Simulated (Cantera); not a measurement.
Input: 1 mol MgCO3, 0.062 mol H2S, 6.1 mol O2, at 0.133 bar.

Method: chemical equilibrium by Gibbs-energy minimisation in Cantera with the NASA 1993 tables (ideal gas, pure condensed phases). Candidate condensed phases: C, C6H6, C7H8, C8H18, H2O, H2SO4, Mg, MgCO3, MgO, Mg(OH)2, MgS, MgSO4, S; 130 gas species. Rates play no part.

Q: At 775 K, list the 3 most abundant gas species with their mole fractions, and the condensed phases.

A: O2 0.849, CO2 0.142, H2O 0.00881. Condensed: MgO(s) + MgSO4(s).
